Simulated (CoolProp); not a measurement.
Vapour-liquid equilibrium of n-pentane (1) + toluene (2) at 148 kPa; x and y are mole fractions of (1).

Model: multi-fluid Helmholtz-energy mixture model, Thol 2019 and Lemmon 2006; pair parameters Bell 2016, in CoolProp.

```csv
x,bubble temperature (K),y at the bubble point,dew temperature at overall composition x (K),liquid density (mol/L)
0.05,384.7,0.320,395.8,8.400
0.125,370.2,0.582,393.0,8.495
0.2,359.9,0.718,390.0,8.545
0.275,352.4,0.797,386.7,8.565
0.35,346.6,0.847,383.2,8.567
0.425,342.0,0.882,379.4,8.555
0.5,338.2,0.908,375.3,8.534
0.575,334.9,0.928,370.6,8.507
0.65,332.0,0.944,365.4,8.474
0.725,329.3,0.958,359.3,8.438
0.8,326.9,0.971,352.1,8.399
0.875,324.5,0.982,343.0,8.358
0.95,322.3,0.993,330.9,8.316
```

No azeotrope shows between x = 0.05 and 0.95.

Pair parameters are fitted to limited data, so mixtures are less certain than the pure fluids.
